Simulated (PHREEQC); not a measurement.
Synthetic water in mg/L, 87 °C, pH 7.89, pe 8.8: Na 40.2; K 0.101; Ca 85.6; Mg 16.2; Cl 9.95; S(6) as SO4 36.3; Alkalinity as HCO3 379; Cu(2) 4.66; B 1.15.

Valence states are taken as typed.

Model: ion-association model, wateq4f.dat, run in PHREEQC.

No solid was allowed to form.

Q: Estimate the ionic strength, charge-balance error.

A: ionic strength 0.00872 mol/kgw; charge-balance error 2.0 %.

Q: In which forms is S present?

A: SO4-2 70 %, CaSO4 16 %, MgSO4 14 %, NaSO4- 0.5 % of the S.

Saturation is exceeded, for instance for Malachite, Cu(OH)2; the values hold only as long as no solid forms. Constants without temperature data keep their 25 °C values here. The database's constant for dissolved Cu(OH)2 is higher than later reviews accept.
